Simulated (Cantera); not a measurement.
Mixture: H2 : O2 : N2 = 1 : 0.714 : 3.14 (molar parts), equivalence ratio 0.70, at 1.28 atm, adiabatic and at constant pressure. Ignition delay is the time to a rise of 400 K.

Computed with Cantera and the H2/O2 subset of GRI-Mech 3.0, which has no nitrogen chemistry. Where the delays flatten at high temperature, the 400 K rule measures the pace of heat release, not the induction time.

Q: What does this change do: H2 1 to 2.6 parts?

A: 
| quantity | before | after |
|---|---|---|
| delay at 973 K | 5.23 ms | 5.18 ms |
| delay at 1173 K | 48.9 µs | 51.3 µs |
| delay at 1373 K | 21.6 µs | 20.7 µs |
| delay at 1573 K | 15.9 µs | 13.6 µs |
| delay at 1773 K | 16.0 µs | 12.3 µs |

Q: What does this change do: pressure from 1.28 atm to 5.92 atm?

A: 
| quantity | before | after |
|---|---|---|
| delay at 973 K | 5.23 ms | 26.9 ms |
| delay at 1173 K | 48.9 µs | 33.6 µs |
| delay at 1373 K | 21.6 µs | 4.49 µs |
| delay at 1573 K | 15.9 µs | 2.28 µs |
| delay at 1773 K | 16.0 µs | 1.62 µs |
The hydrogen kinetics of GRI-Mech 3.0 are dated; newer H2 mechanisms differ, most at raised pressure.
